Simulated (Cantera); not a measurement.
A perfectly stirred reactor is fed with C₂H₆ : N₂ = 1 : 9.3 (molar parts), at 0.133 bar; it is held at 1600 K, and followed from long to short residence time.

Model: GRI-Mech 3.0 (53 species, 325 reactions), integrated in Cantera. GRI-Mech 3.0 stops at C3 and has no aromatics, soot or wall deposition, so with more carbon than oxygen in the feed, carbon stays in small species such as C2H2 where larger ones or solid carbon would form.

```csv
quantity,before,after
x(C₂H₆) at τ = 1.40 s,3.16e-5,6.44e-7
x(CH₄) at τ = 1.40 s,0.0115,0.000886
x(C₂H₄) at τ = 1.40 s,0.000352,1.52e-5
x(C₂H₂) at τ = 1.40 s,0.0760,0.0794
x(HCN) at τ = 1.40 s,2.53e-6,0.00274
x(C₂H₆) at τ = 40.0 ms,0.000651,2.22e-5
x(CH₄) at τ = 40.0 ms,0.0242,0.00490
x(C₂H₄) at τ = 40.0 ms,0.00309,0.000133
x(C₂H₂) at τ = 40.0 ms,0.0674,0.0782
x(HCN) at τ = 40.0 ms,1.42e-6,0.000464
```

**Question.** Name the change that produced these shifts.
(A) temperature 1600 to 1998 K
(B) N2 9.3 to 1.6 parts
(C) temperature 1600 to 1073 K
(D) temperature 1600 to 1900 K

**Answer.** A, temperature 1600 to 1998 K
